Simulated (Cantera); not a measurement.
A Cantera script and its output.

```python
import numpy as np
import cantera as ct

gas = ct.Solution("h2o2.yaml")
gas.TPX = 1125, 25000, {'H2': 1.5, 'O2': 1, 'N2': 1.4}
reactor = ct.IdealGasConstPressureReactor(gas, energy="off", clone=False)
net = ct.ReactorNet([reactor])
net.rtol, net.atol = 1e-08, 1e-18
show = ['H2', 'O2', 'H2O2', 'OH', 'H', 'H2O']
times = np.geomspace(0.0001, 10, 10)

steps = ct.SolutionArray(gas, extra=["t"])
rows = []
print(f"{'t/s':>10s}{'T/K':>9s}{'P/Pa':>11s}" + "".join(f"{s:>11s}" for s in show))
for t in times:
    while net.time < t:
        t_next = net.step()
        steps.append(gas.state, t=t_next)
    rows.append([np.interp(t, steps.t, y) for y in (steps.T, steps.P, *steps(*show).X.T)])
    print(f"{t:10.3e}{rows[-1][0]:9.1f}{rows[-1][1]:11.4g}" + "".join(f"{x:11.3e}" for x in rows[-1][2:]))
rate = np.gradient(steps.T, steps.t)
print("integrator steps:", len(steps.t))
if steps.T.max() > steps.T[0] + 200:
    print(f"time of steepest temperature rise: {steps.t[rate.argmax()]:.4e} s")
gas.TPX = 1125, 25000, {'H2': 1.5, 'O2': 1, 'N2': 1.4}
gas.equilibrate("TP")
print(f"equilibrium (TP): T = {gas.T:.1f} K  " + "  ".join(f"{s} {gas[s].X[0]:.3e}" for s in show))
```

Result:

```
       t/s      T/K       P/Pa         H2         O2       H2O2         OH          H        H2O
 1.000e-04   1125.0    2.5e+04  3.843e-01  2.563e-01  3.448e-08  1.103e-05  1.541e-04  1.922e-04
 3.594e-04   1125.0    2.5e+04  1.510e-02  8.565e-02  9.720e-06  2.996e-03  8.494e-03  4.477e-01
 1.292e-03   1125.0    2.5e+04  1.201e-03  7.975e-02  4.053e-06  4.009e-04  6.583e-05  4.744e-01
 4.642e-03   1125.0    2.5e+04  1.267e-04  7.938e-02  9.255e-07  1.214e-04  2.037e-06  4.760e-01
 1.668e-02   1125.0    2.5e+04  8.219e-06  7.936e-02  1.945e-07  4.671e-05  6.354e-08  4.762e-01
 5.995e-02   1125.0    2.5e+04  5.389e-07  7.936e-02  4.442e-08  2.030e-05  3.190e-09  4.762e-01
 2.154e-01   1125.0    2.5e+04  9.688e-08  7.936e-02  1.160e-08  9.895e-06  3.454e-10  4.762e-01
 7.743e-01   1125.0    2.5e+04  2.536e-08  7.936e-02  3.299e-09  5.146e-06  5.015e-11  4.762e-01
 2.783e+00   1125.0    2.5e+04  1.004e-08  7.936e-02  1.147e-09  2.984e-06  1.196e-11  4.762e-01
 1.000e+01   1125.0    2.5e+04  8.222e-09  7.936e-02  7.908e-10  2.458e-06  8.148e-12  4.762e-01
integrator steps: 2105
equilibrium (TP): T = 1125.0 K  H2 8.203e-09  O2 7.936e-02  H2O2 7.858e-10  OH 2.450e-06  H 8.102e-12  H2O 4.762e-01
```

Detailed kinetics in Cantera: the H2/O2 subset of GRI-Mech 3.0, which has no nitrogen chemistry. The temperature is held fixed by assumption; the heat of reaction is taken as removed at once.
